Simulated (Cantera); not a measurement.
Input: 1 mol CuO, 6.8 mol HF, 0.92 mol O₂, at 0.133 bar.

These are equilibrium values from Cantera (NASA tables, ideal gas, pure condensed phases), not measurements of a reactor. Candidate condensed phases: Cu, CuF₂, CuO, Cu(OH)₂, Cu₂O, H₂O; 27 gas species. Equilibrium is a limit: real reactors are often held back by kinetics, nucleation or transport.

Q: At 850 °C, list the 5 most abundant gas species with their mole fractions, and the condensed phases.

A: HF 0.879, O₂ 0.119, H₂O 0.000833, CuF₂ 0.000741, CuF 0.000184. Condensed: CuO(s).
